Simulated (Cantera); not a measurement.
A perfectly stirred reactor is fed with H2 : O2 : N2 = 1 : 1.02 : 3.84 (molar parts), equivalence ratio 0.49, at 3750 Torr; it is adiabatic with a 775 K inlet, and is followed from long to short residence time, starting on the burning branch (τ in s: 0.4, 0.16, 0.062, 0.024, 0.0096, 0.0038, 0.0015, 0.00059, 0.00023, 9.2e-05, 3.6e-05, 1.4e-05).

Model: the H2/O2 subset of GRI-Mech 3.0, which has no nitrogen chemistry, integrated in Cantera. The hydrogen kinetics of GRI-Mech 3.0 are dated; newer H2 mechanisms differ, most at raised pressure.

Q: What does this change do: inlet temperature 775 to 598 K?

A: 
```
quantity                                                                          before                                   after
------------------------------------------------  --------------------------------------  --------------------------------------
blow-out, bracketed by the residence times tried  burning at 14.0 µs, the shortest tried  burning at 14.0 µs, the shortest tried
x(H2) at τ = 0.400 s                                                             9.46e-5                                 3.35e-5
x(O2) at τ = 0.400 s                                                              0.0965                                  0.0968
x(OH) at τ = 0.400 s                                                             0.00173                                0.000826
x(HO2) at τ = 0.400 s                                                            3.55e-6                                 1.95e-6
x(H2O) at τ = 0.400 s                                                              0.186                                   0.186
x(H2) at τ = 1.50 ms                                                            0.000562                                0.000561
x(O2) at τ = 1.50 ms                                                              0.0961                                  0.0964
x(OH) at τ = 1.50 ms                                                             0.00331                                 0.00239
x(HO2) at τ = 1.50 ms                                                            8.51e-6                                 1.19e-5
x(H2O) at τ = 1.50 ms                                                              0.184                                   0.185
```
